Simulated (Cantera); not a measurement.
Feed: 1 mol SiCl4, 0.081 mol C3H8, 11 mol H2, held at 1800 K and 233 Torr.

These are equilibrium values from Cantera (NASA tables, ideal gas, pure condensed phases), not measurements of a reactor. Candidate condensed phases: C, C6H6, C7H8, C8H18, Si, SiC; 109 gas species. The tables' values for SiCl3, SiCl are old estimates; treat these amounts as uncertain. The numbers say what is thermodynamically allowed, not how fast it happens.

Base state: H2 0.760, HCl 0.183, SiCl2 0.0531, SiCl3 0.00313, H 0.000560, SiHCl3 0.000310, SiCl4 0.000298, Cl 0.000103 (mole fractions); condensed: SiC(s).

Question: What changes in the equilibrium state with this change: H2 from 11 to 1900 mol?

Answer: 
```
species        before     after
-----------  --------  --------
H2              0.760     0.997
HCl             0.183   0.00207
H            0.000560  0.000642
SiCl2          0.0531   1.33e-5
SiH2          8.86e-6   2.98e-5
SiCl3         0.00313   7.78e-9
SiHCl3       0.000310     <1e-9
SiCl4        0.000298     <1e-9
SiC(s), mol     0.243     0.231
Si(l), mol          0     0.651
```
Mutual solubility and eutectic melting of coexisting phases are not modelled. Gases not in the tables: Si2H6 and higher silanes.

Question: What changes in the equilibrium state with this change: temperature from 1800 K to 1948.15 K?

Answer: 
```csv
species,before,after
H2,0.760,0.757
HCl,0.183,0.184
SiCl2,0.0531,0.0546
Si,3.99e-6,3.57e-5
SiH,2.21e-6,1.33e-5
SiCl4,0.000298,7.30e-5
SiCl,4.04e-5,0.000162
"SiC(s), mol",0.243,0.243
```
Gases not in the tables: Si2H6 and higher silanes.
